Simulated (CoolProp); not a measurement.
Vapour-liquid equilibrium of carbon dioxide (1) + CH2F2 (R32) (2) at 243 K; x and y are mole fractions of (1).

Model: multi-fluid Helmholtz-energy mixture model, Span 1996 and Tillner-Roth 1997; pair parameters Bell 2016, in CoolProp.

Problem. Give the bubble pressure and the first vapour's composition at x = 0.05, 0.65, 0.8. Is there an azeotrope?

Solution. x = 0.05: 0.3295 MPa, y = 0.204; x = 0.65: 1.016 MPa, y = 0.883; x = 0.8: 1.185 MPa, y = 0.938. No azeotrope shows between x = 0.05 and 0.95.

Pair parameters are fitted to limited data, so mixtures are less certain than the pure fluids. The gap from Raoult's law changes sign with composition, which may be real or a fault of the pair parameters; it wasn't checked against measurements.
